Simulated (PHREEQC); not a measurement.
0.77 g of hydrous ferric oxide (600 m²/g; 0.2 weak and 0.005 strong sites per Fe, Dzombak-Morel constants, diffuse double layer) in 1 kg of water with 0.05 mol/kgw of an inert sodium salt and 0.00051 mol/kgw NaH2PO4, at 25 °C; the pH is set by adding NaOH or the inert anion's acid. Oxygen is held at 0.21 atm. CO2 from the air is kept out. Nothing may precipitate in this run.

Base run: PHREEQC, ion-association model, wateq4f.dat. Each further column changes one thing. The table gives surface charge σ (C/m²).

```tsv
pH	base	background salt from 0.05 to 0.005 mol/kgw	oxide from 0.77 to 3.9 g/kgw
3	0.231	0.178	0.330
3.38	0.209	0.149	0.315
3.75	0.186	0.121	0.291
4.5	0.133	0.071	0.220
4.88	0.106	0.051	0.178
5.25	0.082	0.036	0.140
5.62	0.060	0.025	0.107
6.38	0.026	0.010	[?]
6.75	0.014	0.005	[?]
7.12	0.004	0.001	0.023
7.5	-0.006	-0.002	0.012
8.25	-0.026	-0.010	-0.009
8.62	-0.036	-0.014	-0.019
9	-0.045	[?]	-0.032
```

### Question
Complete the blanks.

### Answer

- 6.38, oxide from 0.77 to 3.9 g/kgw: 0.055
- 6.75, oxide from 0.77 to 3.9 g/kgw: 0.038
- 9, background salt from 0.05 to 0.005 mol/kgw: -0.018

H3PO4, which wateq4f.dat lacks, is added to it with the constant of phreeqc.dat. The oxide is taken as insoluble; below pH 4 it would dissolve.
